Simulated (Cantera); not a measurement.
An isothermal, constant-pressure homogeneous reactor starts with NO : N₂ = 0.46 : 3.8 (molar parts), at 1925 K and 0.230 bar.

Detailed kinetics in Cantera: GRI-Mech 3.0 (53 species, 325 reactions).

One state of this run: x NO = 0.00379; x O₂ = 0.0520; x O = 0.000176; x N₂O = 1.02e-7; x NO₂ = 1.78e-6; x N₂ = 0.944. x: mole fraction; the columns are a selection and need not sum to one.

Q: Which value of t (s) does it belong to?
A. 0.000453
B. 80.0
C. 0.190
D. 0.00205

A: B, 80.0
